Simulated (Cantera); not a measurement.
An isothermal, constant-pressure homogeneous reactor starts with CH4 : N2 = 1 : 170 (molar parts), at 1375 K and 2670 Pa.

Cantera simulation using GRI-Mech 3.0 (53 species, 325 reactions); the numbers are that mechanism's predictions, not measurements. GRI-Mech 3.0 stops at C3 and has no aromatics, soot or wall deposition, so with more carbon than oxygen in the feed, carbon stays in small species such as C2H2 where larger ones or solid carbon would form. Radical loss at walls, strong at low pressure, is not modelled.

x: mole fraction; the columns are a selection and need not sum to one.

```tsv
t (s)	x CH4	x H	x C2H2	x HCN	x H2	x CH2
1.00e-6	0.00585	3.06e-12	<1e-12	<1e-12	<1e-12	<1e-12
8.18e-6	0.00585	2.49e-11	<1e-12	<1e-12	<1e-12	<1e-12
6.69e-5	0.00585	1.91e-10	<1e-12	<1e-12	1.36e-11	<1e-12
0.000547	0.00585	1.00e-9	<1e-12	<1e-12	6.73e-10	<1e-12
0.00447	0.00585	1.48e-9	<1e-12	<1e-12	[?]	<1e-12
0.0366	0.00585	1.49e-9	<1e-12	<1e-12	[?]	<1e-12
0.299	0.00585	1.71e-9	2.47e-10	<1e-12	[?]	1.94e-11
2.45	0.00582	1.35e-8	9.54e-7	2.12e-12	[?]	7.52e-10
20.0	0.00479	3.04e-7	0.000419	1.98e-9	[?]	2.08e-9
```

Q: What belongs in the gaps?

A: 
- 0.00447, x H2: 1.22e-8
- 0.0366, x H2: 1.11e-7
- 0.299, x H2: 9.60e-7
- 2.45, x H2: 2.59e-5
- 20.0, x H2: 0.00146
